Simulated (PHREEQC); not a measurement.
Acid rinse or clean with single salt, acid or base: speciation

Solution A (1.5 mmol/kgw HNO3 and 120 mmol/kgw ZnSO4) is mixed with solution B (4.1 mmol/kgw Mg(NO3)2) at 25 °C; shares are by mass of water, 1 kg in all. Oxygen alone is held at its pressure in air (log pO2 = -0.68). No CO2 enters from the air. Solids allowed: Zn(OH)2(e). Others were left out.

All values are PHREEQC results (ion-association model, phreeqc.dat), not measurements.

```json
[
 {"share of solution B": "0", "pH": "3.28", "Mg+2 (mol/kgw)": "0", "Zn+2 (mol/kgw)": "0.0600", "ZnSO4 (mol/kgw)": "0.0446", "SO4-2 (mol/kgw)": "0.0439", "MgSO4 (mol/kgw)": "0", "Zn(SO4)2-2 (mol/kgw)": "0.0153"},
 {"share of solution B": "0.1", "pH": "3.31", "Mg+2 (mol/kgw)": "0.000220", "Zn+2 (mol/kgw)": "0.0546", "ZnSO4 (mol/kgw)": "0.0404", "SO4-2 (mol/kgw)": "0.0406", "MgSO4 (mol/kgw)": "0.000190", "Zn(SO4)2-2 (mol/kgw)": "0.0130"},
 {"share of solution B": "0.2", "pH": "3.35", "Mg+2 (mol/kgw)": "0.000444", "Zn+2 (mol/kgw)": "0.0491", "ZnSO4 (mol/kgw)": "0.0361", "SO4-2 (mol/kgw)": "0.0373", "MgSO4 (mol/kgw)": "0.000376", "Zn(SO4)2-2 (mol/kgw)": "0.0108"},
 {"share of solution B": "0.3", "pH": "3.39", "Mg+2 (mol/kgw)": "0.000674", "Zn+2 (mol/kgw)": "0.0436", "ZnSO4 (mol/kgw)": "0.0317", "SO4-2 (mol/kgw)": "0.0338", "MgSO4 (mol/kgw)": "0.000556", "Zn(SO4)2-2 (mol/kgw)": "0.00869"},
 {"share of solution B": "0.4", "pH": "3.44", "Mg+2 (mol/kgw)": "0.000911", "Zn+2 (mol/kgw)": "0.0381", "ZnSO4 (mol/kgw)": "0.0272", "SO4-2 (mol/kgw)": "0.0302", "MgSO4 (mol/kgw)": "0.000729", "Zn(SO4)2-2 (mol/kgw)": "0.00672"},
 {"share of solution B": "0.5", "pH": "3.50", "Mg+2 (mol/kgw)": "0.00116", "Zn+2 (mol/kgw)": "0.0325", "ZnSO4 (mol/kgw)": "0.0226", "SO4-2 (mol/kgw)": "0.0263", "MgSO4 (mol/kgw)": "0.000891", "Zn(SO4)2-2 (mol/kgw)": "0.00491"},
 {"share of solution B": "0.6", "pH": "3.57", "Mg+2 (mol/kgw)": "0.00143", "Zn+2 (mol/kgw)": "0.0268", "ZnSO4 (mol/kgw)": "0.0179", "SO4-2 (mol/kgw)": "0.0222", "MgSO4 (mol/kgw)": "0.00103", "Zn(SO4)2-2 (mol/kgw)": "0.00330"},
 {"share of solution B": "0.7", "pH": "3.66", "Mg+2 (mol/kgw)": "0.00172", "Zn+2 (mol/kgw)": "0.0210", "ZnSO4 (mol/kgw)": "0.0130", "SO4-2 (mol/kgw)": "0.0178", "MgSO4 (mol/kgw)": "0.00115", "Zn(SO4)2-2 (mol/kgw)": "0.00193"},
 {"share of solution B": "0.8", "pH": "3.79", "Mg+2 (mol/kgw)": "0.00208", "Zn+2 (mol/kgw)": "0.0150", "ZnSO4 (mol/kgw)": "0.00814", "SO4-2 (mol/kgw)": "0.0128", "MgSO4 (mol/kgw)": "0.00120", "Zn(SO4)2-2 (mol/kgw)": "0.000872"},
 {"share of solution B": "0.9", "pH": "4.02", "Mg+2 (mol/kgw)": "0.00261", "Zn+2 (mol/kgw)": "0.00844", "ZnSO4 (mol/kgw)": "0.00336", "SO4-2 (mol/kgw)": "0.00713", "MgSO4 (mol/kgw)": "0.00108", "Zn(SO4)2-2 (mol/kgw)": "0.000199"},
 {"share of solution B": "1", "pH": "6.85", "Mg+2 (mol/kgw)": "0.00410", "Zn+2 (mol/kgw)": "0", "ZnSO4 (mol/kgw)": "0", "SO4-2 (mol/kgw)": "0", "MgSO4 (mol/kgw)": "0", "Zn(SO4)2-2 (mol/kgw)": "0"}
]
```

Species that the database lacks are ignored.
